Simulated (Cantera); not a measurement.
Mixture: 9.52 % CH4, 2.48 % CO, 18.5 % O2, 69.3 % N2, 0.190 % H2, equivalence ratio 1.1, at 610000 Pa, adiabatic and at constant volume. Ignition delay is the time to a rise of 400 K.

Computed with Cantera and GRI-Mech 3.0 (53 species, 325 reactions).

Question: Predict: delay at 1048 K; delay at 1123 K; delay at 1198 K; delay at 1273 K; delay at 1348 K; delay at 1423 K; delay at 1498 K; apparent activation energy between 1348 and 1498 K.

Answer: 
| Property | Value |
|---|---|
| delay at 1048 K | 59.8 ms |
| delay at 1123 K | 21.4 ms |
| delay at 1198 K | 8.06 ms |
| delay at 1273 K | 3.20 ms |
| delay at 1348 K | 1.33 ms |
| delay at 1423 K | 0.586 ms |
| delay at 1498 K | 0.271 ms |
| apparent activation energy between 1348 and 1498 K | 180 kJ/mol |
